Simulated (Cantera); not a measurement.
What does this Cantera script print?

```python
import numpy as np
import cantera as ct

surf = ct.Interface("ptcombust.yaml", "Pt_surf")
gas = surf.adjacent["gas"]
gas.TPX = 300, 2700, {'CH4': 0.011, 'O2': 0.12, 'N2': 0.79}
jet = ct.ImpingingJet(gas=gas, width=0.031, surface=surf)
jet.inlet.mdot, jet.inlet.T, jet.inlet.X = 0.11, 300, {'CH4': 0.011, 'O2': 0.12, 'N2': 0.79}
jet.set_refine_criteria(ratio=10, slope=0.2, curve=0.3)
show, cover = ['CH4', 'O2', 'H2O', 'OH', 'CO', 'CO2'], ["PT(S)", "H(S)", "O(S)", "OH(S)", "CO(S)", "C(S)"]

rows = []
print(f"{'Ts/K':>7s}" + "".join(f"{s:>11s}" for s in show + cover) + "   (gas at the wall, coverages)")
for i, Ts in enumerate([950, 1000, 1050, 1100, 1150]):
    jet.surface.T = Ts
    if i == 0:
        surf.TP = Ts, 2700
        surf.coverages = "PT(S):0.5, O(S):0.5"
        surf.advance_coverages(1.0)
        jet.set_initial_guess(products="inlet")
    jet.solve(loglevel=0, auto=(i == 0))
    rows.append([*(jet.X[gas.species_index(s), -1] for s in show), *surf[cover].coverages])
    print(f"{Ts:7g}" + "".join(f"{x:11.3e}" for x in rows[-1]))
```

Output:

```
   Ts/K        CH4         O2        H2O         OH         CO        CO2      PT(S)       H(S)       O(S)      OH(S)      CO(S)       C(S)   (gas at the wall, coverages)
    950  9.441e-03  1.250e-01  4.651e-03  6.176e-08  5.629e-06  3.053e-03  3.263e-01  5.614e-08  6.734e-01  2.901e-04  2.240e-06  1.074e-08
   1000  8.479e-03  1.229e-01  6.424e-03  1.804e-07  6.902e-06  4.225e-03  3.992e-01  1.225e-07  6.005e-01  2.960e-04  1.800e-06  1.127e-08
   1050  7.559e-03  1.210e-01  8.112e-03  4.604e-07  8.284e-06  5.341e-03  4.709e-01  2.377e-07  5.288e-01  2.866e-04  1.425e-06  1.136e-08
   1100  6.741e-03  1.192e-01  9.602e-03  1.051e-06  9.863e-06  6.329e-03  5.396e-01  4.214e-07  4.602e-01  2.673e-04  1.130e-06  1.121e-08
   1150  6.046e-03  1.178e-01  1.086e-02  2.183e-06  1.175e-05  7.162e-03  6.043e-01  6.974e-07  3.955e-01  2.425e-04  9.082e-07  1.102e-08
```

Model: Deutschmann's 1995 Pt surface mechanism with GRI-Mech 3.0 gas chemistry, integrated in Cantera. Catalytic surfaces can have several steady states; this one follows from the mechanism file's or the stated starting coverage.
